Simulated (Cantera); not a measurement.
A Cantera script and what it prints.

```python
import numpy as np
import cantera as ct

gas_names = """
    H H2 Si SiH SiH2 SiH3 SiH4 Si2 Si3
""".split()
cond_names = """
    Si(cr) Si(L)
""".split()


# ... load() reads the species with a 1 bar reference pressure and builds the phases ...
atoms = {
    'Si': {'Si': 1},
    'H2': {'H': 2},
}
top_T = {}  # K; cautious upper limits of use, not melting points


# ... equilibrate(T, P, feed) seeds the gas with the atoms and calls Mixture.equilibrate('TP', solver="vcs", rtol=1e-11, max_steps=5000) ...
results = []
feed = {'Si': 1, 'H2': 0.71}  # mol
P = 690000  # Pa
for T in [1098, 1198, 1298, 1398, 1498, 1598, 1698]:
    mix = equilibrate(T, P, feed)
    results.append((T, P, feed, dict(zip(mix.species_names, mix.species_moles))))

top = {s: max(r[3][s] / sum(r[3][g] for g in gas_names) for r in results) for s in gas_names}
cols = sorted((s for s in top if top[s] > 0.001), key=lambda s: -top[s])[:5]
seen = [c for c in cond_names if any(r[3].get(c, 0) > 1e-12 for r in results)]
print("log10 of partial pressures in bar; condensed amounts in mol")
print(f"{'T/K':>10s}" + "".join(f"{s[:9]:>10s}" for s in cols + seen))
for T, P, feed, n in results:
    ng = sum(n[g] for g in gas_names)
    print(f"{T:10.4g}" + "".join(f"{np.log10(max(n[s] / ng * P / 1e5, 1e-99)):10.3f}" for s in cols)
          + "".join(f"{n.get(c, 0):10.4g}" for c in seen))
```

It prints:

```
log10 of partial pressures in bar; condensed amounts in mol
       T/K        H2    Si(cr)     Si(L)
      1098     0.839         1         0
      1198     0.839         1         0
      1298     0.839         1         0
      1398     0.839         1         0
      1498     0.839         1         0
      1598     0.839         1         0
      1698     0.839         0         1
```

Cantera equilibrium calculation (NASA polynomials, part measured and part estimated; ideal gas, pure solids and liquids). Gases not in the tables: Si2H6 and higher silanes.
